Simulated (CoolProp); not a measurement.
Computed with CoolProp (reference Helmholtz-energy equation of state, Akasaka 2024).

### Question
For R1132(E), give the phase and the Joule-Thomson coefficient (K/MPa) at 319.7 K and 0.0109 MPa; 270.1 K and 6.5 MPa; 397.2 K and 0.0507 MPa.

### Answer
- 319.7 K and 0.0109 MPa: gas; Joule-Thomson coefficient 12.9
- 270.1 K and 6.5 MPa: liquid; Joule-Thomson coefficient -0.161
- 397.2 K and 0.0507 MPa: gas; Joule-Thomson coefficient 7.17
